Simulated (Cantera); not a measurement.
Equilibrium for fluorocarbon and chlorocarbon gases: CH₃Cl + H₂

Charge: 1 mol CH₃Cl, 0.13 mol H₂, at 0.100 bar.

Equilibrium computed with Cantera from the NASA thermochemical tables; the gas is ideal and each condensed phase is pure. Candidate condensed phases: C, C₆H₆, C₇H₈, C₈H₁₈; 91 gas species. The tables' values for CCl are old estimates; treat these amounts as uncertain. The numbers say what is thermodynamically allowed, not how fast it happens.

```csv
T (K),log p H₂,log p HCl,log p H,log p Cl,log p C₃,log p C₂H₂ (acetylene),n C(graphite)
1000,-1.28,-1.33,-9.28,-9.36,<-13,-10.22,0.994
1200,-1.28,-1.33,-7.34,-7.46,<-13,-8.26,0.999
1400,-1.28,-1.33,-5.95,-6.09,<-13,-6.87,1.000
1600,-1.28,-1.33,-4.90,-5.06,<-13,-5.84,1.000
1800,-1.28,-1.33,-4.08,-4.25,-12.94,-5.03,1.000
2000,-1.28,-1.33,-3.43,-3.61,-10.56,-4.39,0.998
2200,-1.28,-1.34,-2.89,-3.09,-8.62,-3.87,0.994
2400,-1.30,-1.36,-2.45,-2.66,-7.01,-3.45,0.984
2600,-1.33,-1.41,-2.08,-2.32,-5.65,-3.12,0.964
2800,-1.39,-1.50,-1.78,-2.05,-4.50,-2.86,0.924
3000,-1.49,-1.64,-1.55,-1.86,-3.51,-2.70,0.837
3200,-1.67,-1.86,-1.39,-1.75,-2.64,-2.64,0.520
```
log p: log10 of the partial pressure in bar; n: condensed amount in mol.

From 1000 K to 3200 K the condensed part is C(graphite). The main C-bearing gas is CH₄ at 1000 K and C₃ at 3200 K.
